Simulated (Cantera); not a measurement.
Input: 1 mol AlI3, 4.5 mol N2O, 2.3 mol N2, at 1275 °C and 65000 Pa.

These are equilibrium values from Cantera (NASA tables, ideal gas, pure condensed phases), not measurements of a reactor. Candidate condensed phases: Al, AlI3, AlN, Al2O3, I2; 21 gas species. The numbers say what is thermodynamically allowed, not how fast it happens.

Base state: N2 0.611, I 0.237, O2 0.134, I2 0.0164, NO 0.00108 (mole fractions); condensed: Al2O3(s).

What changes in the equilibrium state with this change: pressure from 65000 Pa to 59.0 Pa?


```json
[
 {"species": "N2", "before": "0.611", "after": "0.601"},
 {"species": "I", "before": "0.237", "after": "0.265"},
 {"species": "O2", "before": "0.134", "after": "0.132"},
 {"species": "I2", "before": "0.0164", "after": "1.86e-5"},
 {"species": "O", "before": "3.48e-6", "after": "0.000114"},
 {"species": "NO", "before": "0.00108", "after": "0.00107"},
 {"species": "Al2O3(s), mol", "before": "0.500", "after": "0.500"}
]
```
